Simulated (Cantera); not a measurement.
Feed: 1 mol V, 1.3 mol NH3, 50 mol N2, held at 1398.15 K and 10000 Pa.

These are equilibrium values from Cantera (NASA tables, ideal gas, pure condensed phases), not measurements of a reactor. Candidate condensed phases: V, VN; 11 gas species. VN: taken at fixed stoichiometry. Condensed phases not in the tables: V2N. Equilibrium is a limit: real reactors are often held back by kinetics, nucleation or transport.

Base state: N2 0.963, H2 0.0374 (mole fractions); condensed: VN(s).

What changes in the equilibrium state with this change: NH3 from 1.3 to 2.9 mol?


```
species     before   after
----------  ------  ------
N2           0.963   0.921
H2          0.0374  0.0787
VN(s), mol    1.00    1.00
```

What changes in the equilibrium state with this change: temperature from 1398.15 K to 2723.15 K?


```csv
species,before,after
N2,0.963,0.931
H,2.90e-6,0.0287
H2,0.0374,0.0215
V,<1e-9,0.0184
"VN(s), mol",1.00,0
```
